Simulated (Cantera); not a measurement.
A Cantera script and what it prints.

```python
import numpy as np
import cantera as ct

gas_names = """
    CL CL2 H HCL H2 Si SiCL SiCL2 SiCL3 SiCL4 SiH SiHCL3 SiH2 SiH2CL2 SiH3 SiH3CL SiH4 Si2 Si3
""".split()
cond_names = """
    Si(cr) Si(L)
""".split()


# ... load() reads the species with a 1 bar reference pressure and builds the phases ...
atoms = {
    'SiCl4': {'Si': 1, 'CL': 4},
    'Cl2': {'CL': 2},
    'H2': {'H': 2},
}
top_T = {}  # K; cautious upper limits of use, not melting points


# ... equilibrate(T, P, feed) seeds the gas with the atoms and calls Mixture.equilibrate('TP', solver="vcs", rtol=1e-11, max_steps=5000) ...
results = []
T = 898  # K
P = 720000  # Pa
for m in [0.93, 3.6, 6.4, 9.1, 12, 14, 17]:
    feed = {'SiCl4': 1, 'Cl2': 1.3, 'H2': m}  # mol
    mix = equilibrate(T, P, feed)
    results.append((T, P, feed, dict(zip(mix.species_names, mix.species_moles))))
    x = sorted(zip(gas.X, gas.species_names), reverse=True)
    print(f"T = {T:g} K  P = {P:g} Pa  n(H2) = {m:g} mol  gas = {mix.phase_moles(0):.4g} mol")
    print("   x: " + "  ".join(f"{s} {v:.3e}" for v, s in x if v > 1e-05))
    print("   condensed (mol): " + ("  ".join(f"{mix.phase(i).name} {mix.phase_moles(i):.4g}"
          for i in range(1, mix.n_phases) if mix.phase_moles(i) > 1e-12) or "none"))
```

It prints:

```
T = 898 K  P = 720000 Pa  n(H2) = 0.93 mol  gas = 3.23 mol
   x: HCL 5.758e-01  SiCL4 3.096e-01  CL2 1.145e-01
   condensed (mol): none
T = 898 K  P = 720000 Pa  n(H2) = 3.6 mol  gas = 5.9 mol
   x: HCL 4.411e-01  H2 3.894e-01  SiCL4 1.691e-01  SiHCL3 4.154e-04
   condensed (mol): none
T = 898 K  P = 720000 Pa  n(H2) = 6.4 mol  gas = 8.7 mol
   x: H2 5.856e-01  HCL 2.995e-01  SiCL4 1.143e-01  SiHCL3 6.222e-04
   condensed (mol): none
T = 898 K  P = 720000 Pa  n(H2) = 9.1 mol  gas = 11.4 mol
   x: H2 6.835e-01  HCL 2.288e-01  SiCL4 8.699e-02  SiHCL3 7.233e-04
   condensed (mol): none
T = 898 K  P = 720000 Pa  n(H2) = 12 mol  gas = 14.3 mol
   x: H2 7.475e-01  HCL 1.826e-01  SiCL4 6.914e-02  SiHCL3 7.877e-04
   condensed (mol): none
T = 898 K  P = 720000 Pa  n(H2) = 14 mol  gas = 16.3 mol
   x: H2 7.783e-01  HCL 1.603e-01  SiCL4 6.053e-02  SiHCL3 8.178e-04
   condensed (mol): none
T = 898 K  P = 720000 Pa  n(H2) = 17 mol  gas = 19.3 mol
   x: H2 8.126e-01  HCL 1.356e-01  SiCL4 5.096e-02  SiHCL3 8.502e-04
   condensed (mol): none
```

Method: chemical equilibrium by Gibbs-energy minimisation in Cantera with the NASA 1993 tables (ideal gas, pure condensed phases).
